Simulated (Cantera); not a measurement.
Feed: 1 mol Si2H6, a varied amount of H2O, 49 mol H2, held at 1652 °C and 10.0 Torr.

Cantera equilibrium calculation (NASA polynomials, part measured and part estimated; ideal gas, pure solids and liquids). Candidate condensed phases: H2O, Si, SiO2; 18 gas species. The feed counts by its element totals alone. The tables hold silica as quartz up to 1696 K and as liquid above; real silica turns to tridymite and cristobalite and melts near 1996 K. Gases not in the tables: Si2H6 and higher silanes. Rates play no part.

Which condensed phases are stable at each of these points (n(H2O) (mol)): 0.64, 0.84, 1.1, 1.5, 2, 2.6, 3.4, 4.5, 6, 7.9, 10, 14?


| n(H2O) (mol) | condensed phases | Si condensed (%) |
|---|---|---|
| 0.64 | Si(l) | 63.9 |
| 0.84 | Si(l) | 53.9 |
| 1.1 | Si(l) | 40.9 |
| 1.5 | Si(l) | 20.8 |
| 2 | gas only | 0.0 |
| 2.6 | gas only | 0.0 |
| 3.4 | gas only | 0.0 |
| 4.5 | gas only | 0.0 |
| 6 | SiO2(condensed) | 25.7 |
| 7.9 | SiO2(condensed) | 46.3 |
| 10 | SiO2(condensed) | 59.4 |
| 14 | SiO2(condensed) | 72.1 |

From 0.64 mol H2O to 1.5 mol H2O the condensed part is Si(l). From 2 mol H2O to 4.5 mol H2O nothing is condensed. From 6 mol H2O to 14 mol H2O the condensed part is SiO2(condensed).
